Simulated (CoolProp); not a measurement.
A single-stage vapour-compression cycle with R152A: evaporating at 311.15 K (dew point), condensing at 333.15 K (bubble point), superheat 10 K, subcooling 5 K, compressor efficiency 0.65, no pressure losses. Each further row changes one setting.

Computed with CoolProp (reference Helmholtz-energy equation of state, Outcalt 1996). It is a modified Benedict-Webb-Rubin equation, recast in Helmholtz form.

```csv
case,cooling COP,pressure ratio,discharge temperature (K),refrigerating effect (kJ/kg),volumetric capacity (kJ/m³)
as stated,?,1.74,355.0,243,6140
evaporating temperature 316.15 K,?,1.52,352.1,246,7110
condensing temperature 328.15 K,11.0,1.55,347.6,253,6390
subcooling 10 K,8.61,1.74,355.0,253,6390
superheat 20 K,?,1.74,365.2,?,6140
compressor efficiency 0.55,?,1.74,?,243,6140
```

Problem. What belongs in the gaps?

Solution. 
- as stated, cooling COP: 8.27
- evaporating temperature 316.15 K, cooling COP: 11.1
- superheat 20 K, cooling COP: 8.25
- superheat 20 K, refrigerating effect (kJ/kg): 257
- compressor efficiency 0.55, cooling COP: 7.00
- compressor efficiency 0.55, discharge temperature (K): 358.7
